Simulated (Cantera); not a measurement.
An adiabatic, constant-volume homogeneous reactor starts with 4.42 % CH4, 20.1 % O2, 75.5 % N2, at 1100 K and 4.93 atm.

Computed with Cantera and GRI-Mech 3.0 (53 species, 325 reactions).

### Question
Predict: time of steepest temperature rise; temperature at 10.0 s; equilibrium temperature; x(O2) at 10.0 s; x(H2O2) at 10.0 s.

### Answer
```json
{
  "time_of_steepest_temperature_rise": "26.2 ms",
  "temperature at 10.0 s": "2255 K",
  "equilibrium_temperature": "2255 K",
  "x(O2) at 10.0 s": "0.107 (gas-phase equilibrium 0.107)",
  "x(H2O2) at 10.0 s": "3.58e-7 (gas-phase equilibrium 3.58e-7)"
}
```
